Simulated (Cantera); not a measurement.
# Silicon nitride deposition: SiCl₄ + N₂ + NH₃

Feed: 1 mol SiCl₄, 85 mol N₂, 48 mol NH₃, held at 0.00140 bar.

Cantera equilibrium calculation (NASA polynomials, part measured and part estimated; ideal gas, pure solids and liquids). Candidate condensed phases: NH₄Cl, Si, Si₃N₄; 28 gas species. The tables' values for SiCl, SiN are old estimates; treat these amounts as uncertain. Gases not in the tables: Si₂H₆ and higher silanes. The numbers say what is thermodynamically allowed, not how fast it happens.

```tsv
T (°C)	log p N₂	log p H₂	log p HCl	log p H	log p Si	log p SiCl₂	n Si₃N₄(s)	n Si(s)	n Si(l)
500	-3.08	-3.27	-4.51	-13.68	<-14	-14.74	0.333	0	0
600	-3.08	-3.27	-4.51	-11.96	<-14	-12.68	0.333	0	0
700	-3.08	-3.27	-4.51	-10.60	<-14	-11.05	0.333	0	0
800	-3.08	-3.27	-4.51	-9.49	<-14	-9.72	0.333	0	0
900	-3.08	-3.27	-4.51	-8.56	<-14	-8.62	0.333	0	0
1000	-3.08	-3.27	-4.51	-7.78	-13.10	-7.70	0.332	0	0
1100	-3.08	-3.27	-4.52	-7.11	-11.03	-6.93	0.328	0	0
1200	-3.08	-3.27	-4.53	-6.53	-9.25	-6.28	0.310	0	0
1300	-3.08	-3.27	-4.57	-6.03	-7.69	-5.77	0.257	0	0
1400	-3.08	-3.27	-4.63	-5.58	-6.38	-5.44	0	0.454	0
1500	-3.08	-3.27	-4.63	-5.18	-5.67	-5.48	0	0	0.227
1600	-3.08	-3.28	-4.59	-4.83	-5.30	-5.71	0	0	0
```
log p: log10 of the partial pressure in bar; n: condensed amount in mol.

From 500 °C to 1300 °C the condensed part is Si₃N₄(s). At 1400 °C the condensed part is Si(s). At 1500 °C the condensed part is Si(l). At 1600 °C nothing is condensed. The main Si-bearing gas is SiCl₄ at 500 °C and Si at 1600 °C.
